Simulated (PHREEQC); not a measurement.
1 kg of water holding 0.03 mol NaCl, 0.17 mol Na2SO4 and 0.22 mol K2SO4 is evaporated at 20 °C; the solids stay in contact with the brine. No CO2 enters from the air. The run lets Arcanite, Glaserite, Halite, Mirabilite, Misenite, Sylvite, Thenardite precipitate or redissolve, and no other solid.

Computed with PHREEQC (Pitzer model, pitzer.dat).

| water left (kg) | ionic strength | water activity | Glaserite (mol) | Thenardite (mol) | Mirabilite (mol) | Arcanite (mol) |
|---|---|---|---|---|---|---|
| 1 | 1.20 | 0.985 | 0 | 0 | 0 | 0 |
| 0.5552 | 2.16 | 0.974 | 0 | 0 | 0 | 0 |
| 0.375 | 3.20 | 0.963 | 0 | 0 | 0 | 0 |
| 0.2082 | 4.18 | 0.952 | 0.0548 | 0 | 0 | 0 |
| 0.1156 | 5.19 | 0.939 | 0.100 | 0 | 0 | 0 |
| 0.06136 | 6.66 | 0.917 | 0.124 | 0 | 0.0156 | 0 |
| 0.03284 | 6.60 | 0.906 | 0.135 | 0 | 0.0583 | 0 |
| 0.00756 | 7.93 | 0.796 | 0.144 | 0 | 0.0917 | 0 |
| 0.006434 | 8.66 | 0.761 | 0.145 | 0.0535 | 0.0385 | 0 |
| 0.006434 | 8.66 | 0.761 | 0.145 | 0.0776 | 0.0144 | 0 |
| 0.005012 | 8.55 | 0.729 | 0.145 | 0.0954 | 0 | 0 |

Arcanite from water left = 0.3082 kg, last present at water left = 0.2533 kg; Glaserite from water left = 0.2533 kg; Mirabilite from water left = 0.06136 kg, last present at water left = 0.006434 kg; Thenardite from water left = 0.006434 kg; Halite from water left = 0.005012 kg.

Complexes and solids missing from the database can't appear.
